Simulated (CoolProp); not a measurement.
1,2-dichloroethane at 293.15 K and 5.48 MPa is throttled through a valve to 2.92 MPa with no heat exchange. Each further row changes one setting.

Computed with CoolProp (reference Helmholtz-energy equation of state, Thol 2015).

| case | temperature change (K) | final density (kg/m³) |
|---|---|---|
| as stated | +1.1 | 1250 |
| outlet pressure 0.876 MPa | +1.9 | 1250 |
| outlet pressure 3.8 MPa | +0.7 | 1260 |
